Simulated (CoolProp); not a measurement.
Vapour-liquid equilibrium of R134a (1) + R142b (2) at 212.6 K; x and y are mole fractions of (1).

Model: multi-fluid Helmholtz-energy mixture model, Tillner-Roth 1994 and Lemmon 2006; pair parameters Bell 2016, in CoolProp.

Problem. Give the bubble pressure and the first vapour's composition at x = 0.2, 0.425, 0.8. Is there an azeotrope?

Solution. x = 0.2: 9.268 kPa, y = 0.401; x = 0.425: 11.46 kPa, y = 0.638; x = 0.8: 14.20 kPa, y = 0.880. No azeotrope shows between x = 0.05 and 0.95.

Pair parameters are fitted to limited data, so mixtures are less certain than the pure fluids.
